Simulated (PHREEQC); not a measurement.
Make-up at 85 °C: 0.018 mol FeCl3, 0.093 mol Na2SeO4 and 0.0088 mol NaH2PO4 per kg of water. Closed to the air; pH follows from the charge balance.

Model: ion-association model, wateq4f.dat, run in PHREEQC.

### Question
The ionic strength comes out as 0.337 mol/kgw. What activity coefficients do HSeO4-, FeH2PO4+2, FeCl+2, Fe+3, Fe3(OH)4+5 get?

### Answer
HSeO4- 0.70, FeH2PO4+2 0.22, FeCl+2 0.21, Fe+3 0.081, Fe3(OH)4+5 0.00014.

Precipitation was switched off in this run. The solution is supersaturated, for example in Strengite, Hematite (slow to form), so a real one may precipitate; this is no full list. H3PO4, which wateq4f.dat lacks, is added to it with the constant of phreeqc.dat. Constants without temperature data keep their 25 °C values here.
